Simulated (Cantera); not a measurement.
Thermodynamics of iron carbonyl, mercury and lead vapours, feed Pb + H2

A closed system holds: 1 mol Pb, a varied amount of H2, at 1052 °C and 13.3 mbar.

Cantera equilibrium calculation (NASA polynomials, part measured and part estimated; ideal gas, pure solids and liquids). Candidate condensed phases: Pb; 4 gas species. Equilibrium is a limit: real reactors are often held back by kinetics, nucleation or transport.

| n(H2) (mol) | x H2 | x Pb | x Pb2 | x H | n Pb(l) |
|---|---|---|---|---|---|
| 0.73 | 0.730 | 0.270 | 3.18e-5 | 1.21e-5 | 0.729 |
| 1.3 | 0.730 | 0.270 | 3.18e-5 | 1.21e-5 | 0.518 |
| 1.8 | 0.730 | 0.270 | 3.18e-5 | 1.21e-5 | 0.333 |
| 2.3 | 0.730 | 0.270 | 3.18e-5 | 1.21e-5 | 0.147 |
| 2.9 | 0.744 | 0.256 | 2.86e-5 | 1.22e-5 | 0 |
| 3.4 | 0.773 | 0.227 | 2.25e-5 | 1.25e-5 | 0 |
| 3.9 | 0.796 | 0.204 | 1.81e-5 | 1.26e-5 | 0 |
| 4.5 | 0.818 | 0.182 | 1.44e-5 | 1.28e-5 | 0 |
| 5 | 0.833 | 0.167 | 1.21e-5 | 1.29e-5 | 0 |
| 5.6 | 0.848 | 0.151 | 9.98e-6 | 1.30e-5 | 0 |
| 6.1 | 0.859 | 0.141 | 8.62e-6 | 1.31e-5 | 0 |
x: gas mole fraction; n: condensed amount in mol.

From 0.73 mol H2 to 2.3 mol H2 the condensed part is Pb(l). From 2.9 mol H2 to 6.1 mol H2 nothing is condensed. The main Pb-bearing gas is Pb throughout.
